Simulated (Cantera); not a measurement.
Cantera run:

```python
import numpy as np
import cantera as ct

gas_names = """
    C CO CO2 C2 C2O C3 C3O2 C4 C5 O O2 O3 Pb PbO Pb2
""".split()
cond_names = """
    C(gr) Pb(cr) Pb(L) PbO(rd) PbO(yw) PbO(L) PbO2(s) Pb3O4(s)
""".split()


# ... load() reads the species with a 1 bar reference pressure and builds the phases ...
atoms = {
    'Pb': {'Pb': 1},
    'CO2': {'C': 1, 'O': 2},
    'CO': {'C': 1, 'O': 1},
}
top_T = {'C(gr)': 4500, 'Pb3O4(s)': 820}  # K; cautious upper limits of use, not melting points


# ... equilibrate(T, P, feed) seeds the gas with the atoms and calls Mixture.equilibrate('TP', solver="vcs", rtol=1e-11, max_steps=5000) ...
results = []
feed = {'Pb': 1, 'CO2': 2.1, 'CO': 19}  # mol
P = 41000  # Pa
for T in [1073, 1148, 1223, 1298, 1373, 1448, 1523, 1598, 1673, 1748]:
    mix = equilibrate(T, P, feed)
    results.append((T, P, feed, dict(zip(mix.species_names, mix.species_moles))))

top = {s: max(r[3][s] / sum(r[3][g] for g in gas_names) for r in results) for s in gas_names}
cols = sorted((s for s in top if top[s] > 0.001), key=lambda s: -top[s])[:7]
seen = [c for c in cond_names if any(r[3].get(c, 0) > 1e-12 for r in results)]
print("log10 of partial pressures in bar; condensed amounts in mol")
print(f"{'T/K':>10s}" + "".join(f"{s[:9]:>10s}" for s in cols + seen))
for T, P, feed, n in results:
    ng = sum(n[g] for g in gas_names)
    print(f"{T:10.4g}" + "".join(f"{np.log10(max(n[s] / ng * P / 1e5, 1e-99)):10.3f}" for s in cols)
          + "".join(f"{n.get(c, 0):10.4g}" for c in seen))
```

Result:

```
log10 of partial pressures in bar; condensed amounts in mol
       T/K        CO       CO2        Pb     Pb(L)
      1073    -0.433    -1.389    -4.136    0.9962
      1148    -0.433    -1.390    -3.553    0.9856
      1223    -0.434    -1.390    -3.042    0.9532
      1298    -0.435    -1.392    -2.592    0.8676
      1373    -0.440    -1.396    -2.193    0.6645
      1448    -0.448    -1.405    -1.836    0.2207
      1523    -0.453    -1.409    -1.732         0
      1598    -0.453    -1.409    -1.732         0
      1673    -0.453    -1.409    -1.732         0
      1748    -0.453    -1.410    -1.732         0
```

Cantera equilibrium calculation (NASA polynomials, part measured and part estimated; ideal gas, pure solids and liquids).
